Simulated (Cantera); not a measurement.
Input: 1 mol Al, 1.1 mol HCl, 26 mol N2, equilibrated at 42.0 Pa.

These are equilibrium values from Cantera (NASA tables, ideal gas, pure condensed phases), not measurements of a reactor. Candidate condensed phases: Al, AlCl3, AlN, NH4Cl; 20 gas species. The tables' values for AlCl2 are old estimates; treat these amounts as uncertain. The numbers say what is thermodynamically allowed, not how fast it happens.

x: gas mole fraction; n: condensed amount in mol.

```json
[
 {"T (K)": "650", "x N2": "0.963", "x AlCl": "<1e-12", "x H2": "0.0133", "x HCl": "0.0147", "x AlCl3": "0.00888", "n AlN(s)": "0.763"},
 {"T (K)": "800", "x N2": "0.963", "x AlCl": "3.03e-12", "x H2": "0.0141", "x HCl": "0.0131", "x AlCl3": "0.00941", "n AlN(s)": "0.750"},
 {"T (K)": "950", "x N2": "0.964", "x AlCl": "1.28e-8", "x H2": "0.0146", "x HCl": "0.0121", "x AlCl3": "0.00976", "n AlN(s)": "0.740"},
 {"T (K)": "1100", "x N2": "0.964", "x AlCl": "5.36e-6", "x H2": "0.0150", "x HCl": "0.0113", "x AlCl3": "0.00998", "n AlN(s)": "0.734"},
 {"T (K)": "1250", "x N2": "0.963", "x AlCl": "0.000510", "x H2": "0.0153", "x HCl": "0.0107", "x AlCl3": "0.00974", "n AlN(s)": "0.715"},
 {"T (K)": "1400", "x N2": "0.955", "x AlCl": "0.0141", "x H2": "0.0163", "x HCl": "0.00816", "x AlCl3": "[?]", "n AlN(s)": "0.432"},
 {"T (K)": "1550", "x N2": "0.942", "x AlCl": "0.0355", "x H2": "0.0184", "x HCl": "0.00282", "x AlCl3": "[?]", "n AlN(s)": "0"},
 {"T (K)": "1700", "x N2": "0.942", "x AlCl": "0.0358", "x H2": "0.0178", "x HCl": "0.00326", "x AlCl3": "[?]", "n AlN(s)": "0"},
 {"T (K)": "1850", "x N2": "0.940", "x AlCl": "0.0355", "x H2": "0.0165", "x HCl": "0.00341", "x AlCl3": "[?]", "n AlN(s)": "0"},
 {"T (K)": "2000", "x N2": "0.936", "x AlCl": "0.0342", "x H2": "0.0135", "x HCl": "0.00345", "x AlCl3": "[?]", "n AlN(s)": "0"}
]
```

Question: What belongs in the gaps?

Answer: 
- 1400, x AlCl3: 0.00458
- 1550, x AlCl3: 7.52e-5
- 1700, x AlCl3: 1.06e-5
- 1850, x AlCl3: 1.84e-6
- 2000, x AlCl3: 4.42e-7
